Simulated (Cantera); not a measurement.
Thermodynamics of aluminium nitride and oxide growth, feed Al + NH3 + H2

Input: 1 mol Al, 1.4 mol NH3, 1.5 mol H2, at 1.33 mbar.

Cantera equilibrium calculation (NASA polynomials, part measured and part estimated; ideal gas, pure solids and liquids). Candidate condensed phases: Al, AlN; 13 gas species. The numbers say what is thermodynamically allowed, not how fast it happens.

From 1223 K to 1898 K the condensed part is AlN(s). From 1973 K to 2123 K nothing is condensed.

```csv
T (K),x H2,x Al,x N2,x H,x AlH,x Al2,x NH3,x N,n AlN(s)
1223,0.947,5.07e-11,0.0526,8.01e-6,8.16e-12,<1e-12,4.85e-8,<1e-12,1.00
1298,0.947,1.92e-9,0.0526,2.86e-5,2.05e-10,<1e-12,3.53e-8,<1e-12,1.00
1373,0.947,4.89e-8,0.0526,8.88e-5,3.60e-9,<1e-12,2.65e-8,<1e-12,1.00
1448,0.947,8.84e-7,0.0526,0.000246,4.67e-8,<1e-12,2.05e-8,<1e-12,1.000
1523,0.947,1.20e-5,0.0526,0.000616,4.70e-7,1.52e-12,1.63e-8,<1e-12,1.000
1598,0.946,0.000127,0.0526,0.00142,3.79e-6,8.93e-11,1.32e-8,4.02e-12,1.000
1673,0.943,0.00108,0.0530,0.00303,2.51e-5,3.60e-9,1.09e-8,2.03e-11,0.996
1748,0.931,0.00743,0.0557,0.00604,0.000138,1.01e-7,9.22e-9,9.11e-11,0.971
1823,0.879,0.0400,0.0694,0.0111,0.000586,1.79e-6,8.06e-9,3.95e-10,0.835
1898,0.702,0.158,0.120,0.0179,0.00172,1.79e-5,6.53e-9,1.81e-9,0.191
1973,0.654,0.184,0.130,0.0299,0.00162,1.60e-5,5.35e-9,6.01e-9,0
2048,0.638,0.183,0.129,0.0490,0.00135,1.07e-5,4.53e-9,1.75e-8,0
2123,0.614,0.180,0.127,0.0770,0.00112,7.24e-6,3.79e-9,4.69e-8,0
```
x: gas mole fraction; n: condensed amount in mol.
